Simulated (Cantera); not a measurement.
# Equilibrium for roasting and sulfation: Fe2O3 + SO3 + H2O

Input: 1 mol Fe2O3, 0.22 mol SO3, 4.1 mol H2O, equilibrated at 10.0 Torr.

These are equilibrium values from Cantera (NASA tables, ideal gas, pure condensed phases), not measurements of a reactor. Candidate condensed phases: Fe, FeO, Fe(OH)2, Fe(OH)3, FeS, FeSO4, FeS2, Fe2O3, Fe2(SO4)3, Fe3O4, H2O, H2SO4, S; 22 gas species. Kinetics and transport are ignored.

At 477 °C the condensed part is Fe2O3(s) + Fe2(SO4)3(s). From 577 °C to 1077 °C the condensed part is Fe2O3(s). From 1177 °C to 1577 °C the condensed part is Fe3O4(s).

```csv
T (°C),x H2O,x O2,x SO2,x SO3,x OH,n Fe2O3(s),n Fe2(SO4)3(s),n Fe3O4(s)
477,0.964,0.00738,0.0148,0.0135,6.80e-10,0.967,0.0332,0
577,0.930,0.0202,0.0403,0.00955,1.83e-8,1.00,0,0
677,0.927,0.0235,0.0469,0.00278,2.13e-7,1.00,0,0
777,0.926,0.0244,0.0488,0.000909,1.52e-6,1.00,0,0
877,0.926,0.0247,0.0493,0.000351,7.72e-6,1.00,0,0
977,0.926,0.0247,0.0495,0.000157,3.01e-5,1.00,0,0
1077,0.925,0.0248,0.0496,7.91e-5,9.62e-5,1.00,0,0
1177,0.892,0.0601,0.0478,6.59e-5,0.000321,0,0,0.667
1277,0.891,0.0600,0.0478,3.95e-5,0.000766,0,0,0.667
1377,0.890,0.0599,0.0478,2.52e-5,0.00165,0,0,0.667
1477,0.888,0.0598,0.0478,1.70e-5,0.00324,0,0,0.667
1577,0.883,0.0597,0.0476,1.19e-5,0.00591,0,0,0.666
```
x: gas mole fraction; n: condensed amount in mol.
